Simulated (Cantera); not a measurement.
What does this Cantera script print?

```python
import numpy as np
import cantera as ct

gas_names = """
    CL CL2 H HCL H2 N NH NH2 NH3 N2 N2H2 N2H4 Si SiCL SiCL2 SiCL3 SiCL4 SiH SiHCL3 SiH2 SiH2CL2 SiH3
    SiH3CL SiH4 SiN Si2 Si2N Si3
""".split()
cond_names = """
    NH4CL(a) NH4CL(b) Si(cr) Si(L) Si3N4(a)
""".split()


def load(file, names, dense=False):
    # The tables refer to 1 bar. Condensed volumes are neglected.
    table = {s.name: s for s in ct.Species.list_from_file(file)}
    out = []
    for n in names:
        d = dict(table[n].input_data)
        d["thermo"] = dict(d["thermo"], **{"reference-pressure": 1e5})
        if dense:
            d["equation-of-state"] = {"model": "constant-volume", "density": "1e6 g/cm^3"}
        out.append(ct.Species.from_dict(d))
    return out


gas = ct.Solution(thermo="ideal-gas", species=load("nasa_gas.yaml", gas_names))
cond = {s.name: ct.Solution(thermo="fixed-stoichiometry", species=[s], name=s.name)
        for s in load("nasa_condensed.yaml", cond_names, dense=True)}
atoms = {
    'SiCl4': {'Si': 1, 'CL': 4},
    'N2': {'N': 2},
    'H2': {'H': 2},
}
top_T = {'Si3N4(a)': 2400}  # K; cautious upper limits of use, not melting points


def equilibrate(T, P, feed):
    n = {}
    for name, mol in feed.items():
        for a, k in atoms[name].items():
            n[a] = n.get(a, 0.0) + k * mol
    gas.TPX = T, P, n
    mass = sum(n.values()) * gas.mean_molecular_weight
    gas.equilibrate("TP")
    valid = [c for c in cond.values() if c.min_temp <= T <= top_T.get(c.name, c.max_temp)]
    mix = ct.Mixture([(gas, mass / gas.mean_molecular_weight)] + [(c, 0.0) for c in valid])
    mix.T, mix.P = T, P
    mix.equilibrate("TP", solver="vcs", rtol=1e-11, max_steps=5000)
    return mix


results = []
feed = {'SiCl4': 1, 'N2': 40, 'H2': 66}  # mol
P = 133.322  # Pa
for T in [1075, 1150, 1225, 1300, 1375, 1450, 1525, 1600, 1675, 1750, 1825, 1900, 1975, 2050]:
    mix = equilibrate(T, P, feed)
    results.append((T, P, feed, dict(zip(mix.species_names, mix.species_moles))))

top = {s: max(r[3][s] / sum(r[3][g] for g in gas_names) for r in results) for s in gas_names}
cols = sorted((s for s in top if top[s] > 0.0001), key=lambda s: -top[s])[:7]
seen = [c for c in cond_names if any(r[3].get(c, 0) > 1e-12 for r in results)]
print("log10 of partial pressures in bar; condensed amounts in mol")
print(f"{'T/K':>10s}" + "".join(f"{s[:9]:>10s}" for s in cols + seen))
for T, P, feed, n in results:
    ng = sum(n[g] for g in gas_names)
    print(f"{T:10.4g}" + "".join(f"{np.log10(max(n[s] / ng * P / 1e5, 1e-99)):10.3f}" for s in cols)
          + "".join(f"{n.get(c, 0):10.4g}" for c in seen))
```

Output:

```
log10 of partial pressures in bar; condensed amounts in mol
       T/K        H2        N2         H       HCL        Si     SiCL2        CL    Si(cr)     Si(L)  Si3N4(a)
      1075    -3.100    -3.311    -9.383    -4.304   -18.198    -9.295   -10.631         0         0    0.3333
      1150    -3.100    -3.311    -8.677    -4.304   -15.995    -8.457    -9.936         0         0    0.3332
      1225    -3.100    -3.311    -8.056    -4.304   -14.064    -7.724    -9.326         0         0    0.3328
      1300    -3.100    -3.311    -7.506    -4.305   -12.358    -7.080    -8.786         0         0     0.331
      1375    -3.100    -3.311    -7.015    -4.309   -10.841    -6.514    -8.307         0         0     0.325
      1450    -3.099    -3.311    -6.574    -4.321    -9.482    -6.024    -7.885         0         0    0.3078
      1525    -3.099    -3.310    -6.176    -4.349    -8.260    -5.620    -7.521         0         0    0.2683
      1600    -3.099    -3.309    -5.814    -4.402    -7.154    -5.311    -7.219         0         0    0.1984
      1675    -3.101    -3.307    -5.485    -4.435    -6.363    -5.212    -6.927    0.4517         0         0
      1750    -3.102    -3.308    -5.185    -4.430    -5.824    -5.237    -6.625         0    0.3736         0
      1825    -3.106    -3.310    -4.909    -4.427    -5.342    -5.273    -6.348         0    0.1216         0
      1900    -3.113    -3.313    -4.657    -4.395    -5.114    -5.460    -6.061         0         0         0
      1975    -3.121    -3.316    -4.424    -4.369    -5.024    -5.759    -5.799         0         0         0
      2050    -3.133    -3.321    -4.211    -4.365    -4.979    -6.110    -5.573         0         0         0
```

Cantera equilibrium calculation (NASA polynomials, part measured and part estimated; ideal gas, pure solids and liquids). N2 is the only nitrogen source here; it is nearly inert below about 1500 K, so the nitride shown seldom forms there in practice. The tables' values for SiCl, SiN are old estimates; treat these amounts as uncertain. Gases not in the tables: Si2H6 and higher silanes.
